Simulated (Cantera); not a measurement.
Charge: 1 mol CO, 2.8 mol NH₃, 6.6 mol N₂, 0.33 mol CO₂, equilibrated at 2075 °C and 10.0 Torr.

Equilibrium computed with Cantera from the NASA thermochemical tables; the gas is ideal and each condensed phase is pure. Candidate condensed phases: C, C₆H₆, C₇H₈, C₈H₁₈, H₂O; 136 gas species. Kinetics and transport are ignored.

Base state: N₂ 0.575, H₂ 0.253, CO 0.0942, H 0.0538, H₂O 0.0214, CO₂ 0.00138, OH 0.000781, O 0.000112 (mole fractions); condensed: gas only.

**Question.** What changes in the equilibrium state with this change: temperature from 2075 °C to 352 °C?

**Answer.** 
```json
[
 {"species": "N₂", "before": "0.575", "after": "0.653"},
 {"species": "H₂", "before": "0.253", "after": "0.211"},
 {"species": "H₂O", "before": "0.0214", "after": "0.0749"},
 {"species": "CO", "before": "0.0942", "after": "0.00385"},
 {"species": "H", "before": "0.0538", "after": "<1e-9"},
 {"species": "CH₄", "before": "<1e-9", "after": "0.0286"},
 {"species": "CO₂", "before": "0.00138", "after": "0.0284"},
 {"species": "OH", "before": "0.000781", "after": "<1e-9"},
 {"species": "O", "before": "0.000112", "after": "<1e-9"},
 {"species": "NO", "before": "6.40e-5", "after": "<1e-9"},
 {"species": "NH₃", "before": "1.58e-8", "after": "2.87e-5"},
 {"species": "C(graphite), mol", "before": "0", "after": "0.584"}
]
```

**Question.** What changes in the equilibrium state with this change: NH₃ from 2.8 to 0.026 mol?

**Answer.** 
```json
[
 {"species": "N₂", "before": "0.575", "after": "0.823"},
 {"species": "CO", "before": "0.0942", "after": "0.132"},
 {"species": "CO₂", "before": "0.00138", "after": "0.0331"},
 {"species": "H₂", "before": "0.253", "after": "0.00109"},
 {"species": "H", "before": "0.0538", "after": "0.00353"},
 {"species": "H₂O", "before": "0.0214", "after": "0.00157"},
 {"species": "O₂", "before": "3.94e-6", "after": "0.00115"},
 {"species": "NO", "before": "6.40e-5", "after": "0.00131"},
 {"species": "O", "before": "0.000112", "after": "0.00191"}
]
```
